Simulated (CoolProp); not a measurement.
Vapour-liquid equilibrium of R1234yf (1) + R227EA (2) at 0.395 bar; x and y are mole fractions of (1).

The numbers come from the multi-fluid Helmholtz-energy mixture model, Lemmon 2022 and Lemmon 2016; pair parameters Bell 2016 in CoolProp.

```
x     bubble temperature, mixture model (°C)  bubble temperature, Raoult's law (°C)  y, mixture model  y, Raoult's law
----  --------------------------------------  -------------------------------------  ----------------  ---------------
0.05                                   -37.0                                  -37.0             0.093            0.091
0.2                                    -39.5                                  -39.3             0.325            0.325
0.35                                     [?]                                  -41.5               [?]            0.512
0.5                                    -43.5                                  -43.4               [?]            0.664
0.65                                   -45.3                                  -45.2             0.782            0.788
0.8                                    -46.9                                  -46.9             0.886            0.890
0.95                                   -48.4                                  -48.4             0.974            0.975
```

Some entries are withheld; supply them.


- 0.35, bubble temperature, mixture model (°C): -41.6
- 0.35, y, mixture model: 0.509
- 0.5, y, mixture model: 0.658

The largest gap from Raoult's law is -0.2 K in bubble temperature, at x = 0.2. No azeotrope shows between x = 0.05 and 0.95.

The pair parameters rest on a limited set of measurements; away from them the model extrapolates.
